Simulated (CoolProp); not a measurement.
Octamethylcyclotetrasiloxane (D4) along the isobar 0.823 MPa: Z from the reference equation and from simpler models built on Tc = 586.5 K, pc = 1.347 MPa, ω = 0.598; each cubic takes its own stable root.

Computed with CoolProp (reference Helmholtz-energy equation of state, Thol 2015).

```
T (K)   phase  reference  van der Waals  Redlich-Kwong  Soave-Redlich-Kwong  Peng-Robinson
-----  ------  ---------  -------------  -------------  -------------------  -------------
490.6  liquid    0.08459         0.1460         0.1044              0.09420        0.08320
496.1  liquid    0.08474         0.1465         0.1051              0.09466        0.08360
501.7  liquid    0.08495         0.1473         0.1059              0.09525        0.08411
507.2  liquid    0.08522         0.1483         0.1068              0.09596        0.08474
512.7  liquid    0.08558         0.1495         0.1080              0.09682        0.08551
518.3  liquid    0.08603         0.1512         0.1093              0.09788        0.08645
523.8  liquid    0.08658         0.6586         0.1110              0.09914        0.08757
529.3  liquid    0.08725         0.6741         0.1130               0.1007        0.08893
534.9  liquid    0.08810         0.6884         0.1155               0.1025        0.09061
540.4  liquid    0.08914         0.7010         0.6383               0.1048        0.09266
545.9  liquid    0.09044         0.7127         0.6571               0.1077        0.09524
551.5  liquid    0.09216         0.7236         0.6741               0.1115        0.09868
557       gas     0.6374         0.7336         0.6891               0.6586         0.6363
```

At some of these states van der Waals, Redlich-Kwong gives the other phase, because its saturation line lies elsewhere.
